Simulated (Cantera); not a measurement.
What does this Cantera script print?

```python
import numpy as np
import cantera as ct

gas = ct.Solution("gri30.yaml")
gas.TPX = 548, 14000, {'CH4': 1, 'O2': 1.82, 'N2': 6.84}
flame = ct.FreeFlame(gas, width=0.16)
flame.set_refine_criteria(ratio=3, slope=0.08, curve=0.16)
flame.transport_model = "mixture-averaged"
flame.solve(loglevel=0, auto=True)
z, T = flame.grid, flame.T
thick = (T[-1] - T[0]) / np.gradient(T, z).max()
show = ['CH4', 'O2', 'H2', 'CH2', 'NO', 'HCN']
print(f"laminar burning velocity  {flame.velocity[0] * 100:.3f} cm/s")
print(f"burnt temperature         {T[-1]:.1f} K")
print(f"thermal thickness         {thick * 1e3:.4f} mm")
print(f"grid points               {len(z)}")
z0 = z[flame.heat_release_rate.argmax()]
print(f"{'z/mm':>9s}{'T/K':>9s}{'u/(m/s)':>9s}" + "".join(f"{s:>11s}" for s in show))
rows = []
for k in (-3, -2, -1.5, -1, -0.5, -0.25, 0, 0.25, 0.5, 1, 2, 4, 8):
    zz = z0 + k * thick
    rows.append([k * thick, np.interp(zz, z, T), np.interp(zz, z, flame.velocity),
                 *(np.interp(zz, z, flame.X[gas.species_index(s)]) for s in show)])
    print(f"{rows[-1][0] * 1e3:9.3f}{rows[-1][1]:9.1f}{rows[-1][2]:9.3f}" + "".join(f"{x:11.3e}" for x in rows[-1][3:]))
```

Output:

```
laminar burning velocity  155.550 cm/s
burnt temperature         2284.0 K
thermal thickness         1.9114 mm
grid points               150
     z/mm      T/K  u/(m/s)        CH4         O2         H2        CH2         NO        HCN
   -5.734    548.0    1.557  1.034e-01  1.883e-01  8.067e-04  2.864e-16  3.241e-11  4.278e-12
   -3.823    548.8    1.562  1.031e-01  1.878e-01  2.912e-03  1.265e-12  7.915e-10  1.527e-10
   -2.867    552.9    1.579  1.025e-01  1.870e-01  6.031e-03  1.315e-10  6.251e-09  1.565e-09
   -1.911    602.4    1.733  9.865e-02  1.830e-01  1.341e-02  1.556e-08  1.034e-07  4.002e-08
   -0.956    969.3    2.845  7.234e-02  1.539e-01  2.741e-02  1.152e-06  1.327e-06  7.661e-07
   -0.478   1374.9    4.096  3.954e-02  1.122e-01  3.453e-02  2.402e-05  3.615e-06  2.397e-06
    0.000   1747.2    5.266  1.046e-02  6.421e-02  3.568e-02  8.231e-05  8.215e-06  5.298e-06
    0.478   1907.4    5.766  1.133e-03  3.455e-02  2.982e-02  3.112e-05  1.453e-05  5.476e-06
    0.956   1941.9    5.862  6.721e-05  2.262e-02  2.541e-02  2.576e-06  1.911e-05  2.954e-06
    1.911   1960.3    5.892  2.313e-07  1.666e-02  2.430e-02  9.569e-09  2.280e-05  5.921e-07
    3.823   1978.3    5.926  2.139e-11  1.482e-02  2.495e-02  9.385e-13  2.534e-05  2.834e-08
    7.646   2001.8    5.984  1.563e-15  1.398e-02  2.469e-02  1.631e-16  2.923e-05  5.084e-10
   15.291   2038.6    6.078  4.988e-17  1.293e-02  2.378e-02  8.543e-17  3.718e-05  1.999e-12
```

Detailed kinetics in Cantera: GRI-Mech 3.0 (53 species, 325 reactions). Burning velocities carry a grid error of a few per cent, more on coarse grids.
